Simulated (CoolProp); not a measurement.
The fluid at 298.15 K and 1.32 MPa is throttled through a valve to 0.243 MPa with no heat exchange. The same conditions are run with several fluids, on thermodynamics alone (safety and materials aside).

Values from CoolProp's reference Helmholtz-energy equation of state of each fluid (C3F8 (R218): Lemmon 2006; n-pentane: Thol 2019; R141b: Lemmon 2006; dodecamethylcyclohexasiloxane (D6): Colonna 2008).

```csv
fluid,temperature change (K),final phase,final density (kg/m³)
C3F8 (R218),…,…,…
n-pentane,+0.4,liquid,…
R141b,+0.4,liquid,…
dodecamethylcyclohexasiloxane (D6),…,liquid,…
```

Question: Complete the blanks.

Answer: 
- C3F8 (R218), temperature change (K): -40.4
- C3F8 (R218), final phase: two-phase, vapour fraction 0.455
- C3F8 (R218), final density (kg/m³): 50.9
- n-pentane, final density (kg/m³): 621
- R141b, final density (kg/m³): 1230
- dodecamethylcyclohexasiloxane (D6), temperature change (K): +0.5
- dodecamethylcyclohexasiloxane (D6), final density (kg/m³): 968
